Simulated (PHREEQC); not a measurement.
Make-up at 25 °C: 41 mmol/kgw ZnSO4, 0.31 mmol/kgw KCl and 3 mmol/kgw MnSO4. Closed to the air; pH follows from the charge balance.

All values are PHREEQC results (ion-association model, phreeqc.dat), not measurements.

This is a speciation only: nothing precipitates in the calculation.

Task: Predict the pH, ionic strength, density.

Result: pH 5.63; ionic strength 0.0977 mol/kgw; density 1.004 g/cm³.

Task: In which forms is S present?

Result: SO4-2 49 %, ZnSO4 36 %, Zn(SO4)2-2 13 %, MnSO4 2.5 % of the S.
